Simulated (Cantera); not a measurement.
What does this Cantera script print?

```python
import numpy as np
import cantera as ct

gas_names = """
    H HNO HNO2 HNO3 HO2 H2 H2O H2O2 N NH NH2 NH3 NH2OH NO NO2 NO3 N2 N2H2 N2H4 N2O O OH O2 O3 Si SiH
    SiH2 SiH3 SiH4 SiN SiO SiO2 Si2 Si2N Si3
""".split()
cond_names = """
    H2O(s) H2O(L) Si(cr) Si(L) SiO2(Lqz) SiO2(hqz) SiO2(L) Si2N2O(s) Si3N4(a)
""".split()


# ... load() reads the species with a 1 bar reference pressure and builds the phases ...
atoms = {
    'Si3N4': {'Si': 3, 'N': 4},
    'O2': {'O': 2},
    'H2': {'H': 2},
}
top_T = {'Si2N2O(s)': 2100, 'Si3N4(a)': 2400}  # K; cautious upper limits of use, not melting points


# ... equilibrate(T, P, feed) seeds the gas with the atoms and calls Mixture.equilibrate('TP', solver="vcs", rtol=1e-11, max_steps=5000) ...
results = []
P = 10  # Pa
for T in [1548, 1598, 1648, 1698, 1748, 1798, 1848, 1898, 1948, 1998, 2048, 2098, 2148, 2198]:
    for m in [69, 190, 310, 430, 550, 670, 800]:
        feed = {'Si3N4': 1, 'O2': 0.054, 'H2': m}  # mol
        mix = equilibrate(T, P, feed)
        results.append((T, P, feed, dict(zip(mix.species_names, mix.species_moles))))

for T, P, feed, n in results:
    print(f"{T:7g} {feed['H2']:10.4g}  " + (" + ".join(c for c in cond_names if n.get(c, 0) > 1e-12) or "gas only"))
```

Output:

```
   1548         69  Si(cr)
   1548        190  Si(cr)
   1548        310  Si(cr)
   1548        430  Si(cr)
   1548        550  Si(cr)
   1548        670  Si(cr)
   1548        800  Si(cr)
   1598         69  Si(cr)
   1598        190  Si(cr)
   1598        310  Si(cr)
   1598        430  Si(cr)
   1598        550  Si(cr)
   1598        670  Si(cr)
   1598        800  Si(cr)
   1648         69  Si(cr)
   1648        190  Si(cr)
   1648        310  Si(cr)
   1648        430  Si(cr)
   1648        550  Si(cr)
   1648        670  Si(cr)
   1648        800  Si(cr)
   1698         69  Si(L)
   1698        190  Si(L)
   1698        310  Si(L)
   1698        430  gas only
   1698        550  gas only
   1698        670  gas only
   1698        800  gas only
   1748         69  Si(L)
   1748        190  gas only
   1748        310  gas only
   1748        430  gas only
   1748        550  gas only
   1748        670  gas only
   1748        800  gas only
   1798         69  Si(L)
   1798        190  gas only
   1798        310  gas only
   1798        430  gas only
   1798        550  gas only
   1798        670  gas only
   1798        800  gas only
   1848         69  gas only
   1848        190  gas only
   1848        310  gas only
   1848        430  gas only
   1848        550  gas only
   1848        670  gas only
   1848        800  gas only
   1898         69  gas only
   1898        190  gas only
   1898        310  gas only
   1898        430  gas only
   1898        550  gas only
   1898        670  gas only
   1898        800  gas only
   1948         69  gas only
   1948        190  gas only
   1948        310  gas only
   1948        430  gas only
   1948        550  gas only
   1948        670  gas only
   1948        800  gas only
   1998         69  gas only
   1998        190  gas only
   1998        310  gas only
   1998        430  gas only
   1998        550  gas only
   1998        670  gas only
   1998        800  gas only
   2048         69  gas only
   2048        190  gas only
   2048        310  gas only
   2048        430  gas only
   2048        550  gas only
   2048        670  gas only
   2048        800  gas only
   2098         69  gas only
   2098        190  gas only
   2098        310  gas only
   2098        430  gas only
   2098        550  gas only
   2098        670  gas only
   2098        800  gas only
   2148         69  gas only
   2148        190  gas only
   2148        310  gas only
   2148        430  gas only
   2148        550  gas only
   2148        670  gas only
   2148        800  gas only
   2198         69  gas only
   2198        190  gas only
   2198        310  gas only
   2198        430  gas only
   2198        550  gas only
   2198        670  gas only
   2198        800  gas only
```

Equilibrium computed with Cantera from the NASA thermochemical tables; the gas is ideal and each condensed phase is pure.
